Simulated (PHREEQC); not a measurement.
Make-up at 25 °C: 0.019 mol Cu(BF4)2 and 0.0048 mol H3BO3 per kg of water. Closed to the air; pH follows from the charge balance.

Model: ion-association model, phreeqc.dat, run in PHREEQC.

Each row changes one thing in this solution. This is a speciation only: nothing precipitates in the calculation.

```
case                                                pH  ionic strength (mol/kgw)  BF4- (mol/kgw)  H3BO3 (mol/kgw)  HF (mol/kgw)  BF3OH- (mol/kgw)
------------------------------------------------  ----  ------------------------  --------------  ---------------  ------------  ----------------
as made                                           2.77                    0.0584          0.0336          0.00502       0.00390           0.00313
H3BO3 from 0.0048 to 0.048 mol/kgw                2.63                    0.0595          0.0321                ?       0.00239           0.00488
H3BO3 from 0.0048 to 0.0024 mol/kgw               2.78                    0.0583          0.0337          0.00303       0.00439           0.00278
Cu(BF4)2 from 0.019 to 0.0209 mol/kgw             2.75                         ?          0.0372          0.00498       0.00402           0.00335
H3BO3 left out                                    2.79                    0.0581          0.0338          0.00132       0.00539           0.00228
Cu(BF4)2 replaced by H2SiF6 at the same molality  1.52                    0.0520         0.00243          0.00216       0.00513          0.000172
Cu(BF4)2 replaced by NaHF2 at the same molality   3.59                    0.0192         0.00432          5.02e-5       0.00473          0.000334
temperature from 25 to 75 °C                      2.86                    0.0576          0.0311                ?        0.0102           0.00312
```

Problem. Complete the blanks.

Solution. 
- H3BO3 from 0.0048 to 0.048 mol/kgw, H3BO3 (mol/kgw): 0.0462
- Cu(BF4)2 from 0.019 to 0.0209 mol/kgw, ionic strength (mol/kgw): 0.0642
- temperature from 25 to 75 °C, H3BO3 (mol/kgw): 0.00614

Complexes and solids missing from the database can't appear. Some of these states are supersaturated (in SiO2(a), Quartz (slow to form), for instance). At this temperature some constants are extrapolated from 25 °C, and those without enthalpy data are left unchanged. Real BF4- forms and hydrolyses slowly; the run takes it at equilibrium.
